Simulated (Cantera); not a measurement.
Charge: 1 mol B₂O₃, 1.4 mol F₂, 1.6 mol H₂, at 0.0100 bar.

Method: chemical equilibrium by Gibbs-energy minimisation in Cantera with the NASA 1993 tables (ideal gas, pure condensed phases). Candidate condensed phases: B, B₂O₃, B₃O₃H₃, H₂O; 43 gas species. Gases not in the tables: H₃BO₃. Rates play no part.

### Question
At 1302 °C, list the 5 most abundant gas species with their mole fractions, and the condensed phases.

### Answer
BOF 0.405, HF 0.279, H₂O 0.170, HBO₂ 0.0870, H₂ 0.0503. Condensed: gas only.
